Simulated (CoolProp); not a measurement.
Vapour-liquid equilibrium of ethylbenzene (1) + n-nonane (2) at 0.147 MPa; x and y are mole fractions of (1).

The numbers come from the multi-fluid Helmholtz-energy mixture model, Zhou 2012 and Lemmon 2006; pair parameters Bell 2016 in CoolProp.

```json
[
 {"x": "0.05", "bubble temperature (K)": "437.3", "y at the bubble point": "0.076", "dew temperature at overall composition x (K)": "437.7", "liquid density (mol/L)": "4.727"},
 {"x": "0.2", "bubble temperature (K)": "433.9", "y at the bubble point": "0.279", "dew temperature at overall composition x (K)": "435.2", "liquid density (mol/L)": "5.002"},
 {"x": "0.35", "bubble temperature (K)": "430.9", "y at the bubble point": "0.448", "dew temperature at overall composition x (K)": "432.6", "liquid density (mol/L)": "5.302"},
 {"x": "0.5", "bubble temperature (K)": "428.5", "y at the bubble point": "0.590", "dew temperature at overall composition x (K)": "430.0", "liquid density (mol/L)": "5.631"},
 {"x": "0.65", "bubble temperature (K)": "426.6", "y at the bubble point": "0.716", "dew temperature at overall composition x (K)": "427.6", "liquid density (mol/L)": "5.995"},
 {"x": "0.8", "bubble temperature (K)": "425.1", "y at the bubble point": "0.835", "dew temperature at overall composition x (K)": "425.5", "liquid density (mol/L)": "6.402"},
 {"x": "0.95", "bubble temperature (K)": "424.0", "y at the bubble point": "0.957", "dew temperature at overall composition x (K)": "424.1", "liquid density (mol/L)": "6.859"}
]
```

No azeotrope shows between x = 0.05 and 0.95.

Pair parameters are fitted to limited data, so mixtures are less certain than the pure fluids.
